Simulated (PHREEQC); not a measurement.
FeCl3 is added in steps, without added water, to 1 kg of water holding 0.00073 mol/kgw PbCl2 and 0.058 mol/kgw KHSO4, at 90 °C. Oxygen is held at 0.21 atm. The system is closed to CO2. Solids allowed: Hematite, Pb(OH)2, Anglesite, Cotunnite, Laurionite, Larnakite, Jarosite-K. Others were left out.

Base run: PHREEQC, ion-association model, wateq4f.dat. Each further column changes one thing. The table gives pH.

```csv
FeCl3 added (mol),base,Davies equation for every ion,Debye-Hückel limiting law,all activity coefficients set to 1
0,1.86,1.87,1.86,1.88
0.003625,1.71,1.72,1.73,1.69
0.01087,1.48,1.50,1.53,1.42
0.0145,1.39,1.41,1.46,1.32
0.01812,1.31,1.34,1.40,1.23
0.02538,1.19,1.22,1.29,1.10
0.029,1.14,1.17,1.25,1.05
0.03263,1.10,1.13,1.21,1.00
0.03988,1.02,1.05,1.15,0.92
0.0435,0.98,1.02,1.12,0.88
0.04713,0.95,0.99,1.10,0.84
0.05437,0.89,0.93,1.05,0.78
0.058,0.87,0.90,1.03,0.76
```

Constants without temperature data keep their 25 °C values here.
